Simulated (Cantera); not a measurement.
Charge: 1 mol C₃H₆, 0.013 mol O₂, 13 mol H₂, equilibrated at 43.0 mbar.

Cantera equilibrium calculation (NASA polynomials, part measured and part estimated; ideal gas, pure solids and liquids). Candidate condensed phases: C, C₆H₆, C₇H₈, C₈H₁₈, H₂O; 110 gas species. The numbers say what is thermodynamically allowed, not how fast it happens.

Q: What share of the C ends up in condensed phases as a function of T (K), at 575, 675, 775, 875, 975, 1075, 1175, 1275, 1375, 1475, 1575?

A: 
```
T (K)  C condensed (%)           as
-----  ---------------  -----------
575                0.0            -
675                0.0            -
775               62.5  C(graphite)
875               89.8  C(graphite)
975               96.3  C(graphite)
1075              98.1  C(graphite)
1175              98.7  C(graphite)
1275              98.9  C(graphite)
1375              99.0  C(graphite)
1475              99.1  C(graphite)
1575              99.1  C(graphite)
```
